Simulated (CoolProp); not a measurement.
Properties of R143a along the isotherm 209.2 K.

Model: reference Helmholtz-energy equation of state, Lemmon and Jacobsen 2000, in CoolProp.

```json
[
 {"p (kPa)": "5.95", "phase": "gas", "density (kg/m³)": "0.2886", "Joule-Thomson coefficient (K/MPa)": "___", "expansivity (1/kK)": "4.868", "Prandtl number": "0.742"},
 {"p (kPa)": "11.3", "phase": "gas", "density (kg/m³)": "0.5502", "Joule-Thomson coefficient (K/MPa)": "___", "expansivity (1/kK)": "4.944", "Prandtl number": "0.750"},
 {"p (kPa)": "21.4", "phase": "gas", "density (kg/m³)": "1.049", "Joule-Thomson coefficient (K/MPa)": "79.41", "expansivity (1/kK)": "5.083", "Prandtl number": "0.762"},
 {"p (kPa)": "40.5", "phase": "gas", "density (kg/m³)": "2.011", "Joule-Thomson coefficient (K/MPa)": "___", "expansivity (1/kK)": "5.335", "Prandtl number": "0.781"},
 {"p (kPa)": "76.8", "phase": "liquid", "density (kg/m³)": "1211", "Joule-Thomson coefficient (K/MPa)": "-0.3525", "expansivity (1/kK)": "2.161", "Prandtl number": "3.01"},
 {"p (kPa)": "146", "phase": "liquid", "density (kg/m³)": "1211", "Joule-Thomson coefficient (K/MPa)": "-0.3528", "expansivity (1/kK)": "2.159", "Prandtl number": "3.01"},
 {"p (kPa)": "276", "phase": "liquid", "density (kg/m³)": "1211", "Joule-Thomson coefficient (K/MPa)": "___", "expansivity (1/kK)": "2.155", "Prandtl number": "3.01"},
 {"p (kPa)": "523", "phase": "liquid", "density (kg/m³)": "1212", "Joule-Thomson coefficient (K/MPa)": "___", "expansivity (1/kK)": "2.149", "Prandtl number": "3.01"},
 {"p (kPa)": "992", "phase": "liquid", "density (kg/m³)": "1213", "Joule-Thomson coefficient (K/MPa)": "-0.3557", "expansivity (1/kK)": "___", "Prandtl number": "3.01"},
 {"p (kPa)": "1880", "phase": "liquid", "density (kg/m³)": "1215", "Joule-Thomson coefficient (K/MPa)": "-0.3586", "expansivity (1/kK)": "___", "Prandtl number": "3.01"}
]
```

Q: Some entries are withheld; supply them.

A: 
- 5.95, Joule-Thomson coefficient (K/MPa): 85.81
- 11.3, Joule-Thomson coefficient (K/MPa): 83.36
- 40.5, Joule-Thomson coefficient (K/MPa): 74.19
- 276, Joule-Thomson coefficient (K/MPa): -0.3532
- 523, Joule-Thomson coefficient (K/MPa): -0.3541
- 992, expansivity (1/kK): 2.138
- 1880, expansivity (1/kK): 2.116

Viscosity comes from a separate model (Klein 1997), an estimate that may be off by 10 % or more. Thermal conductivity comes from a separate model (McLinden 2000), an estimate that may be off by 10 % or more.
